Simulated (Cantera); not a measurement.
Feed: 1 mol Nb, 0.38 mol H2O, equilibrated at 552 °C and 3.50e-6 bar.

Cantera equilibrium calculation (NASA polynomials, part measured and part estimated; ideal gas, pure solids and liquids). Candidate condensed phases: H2O, Nb, NbO, NbO2, Nb2O5; 12 gas species. NbO: taken at fixed stoichiometry. Condensed phases not in the tables: N, O or C dissolved in the metal. Rates play no part.

### Question
What is the equilibrium state?

### Answer
| Property | Value |
|---|---|
| x(H2) | 1.00 |
| n(Nb(s)) | 0.620 mol |
| n(NbO(s)) | 0.380 mol |
| gas amount | 0.3800 mol |
| log10 activity of NbO2(s) (absent) | -2.83 |
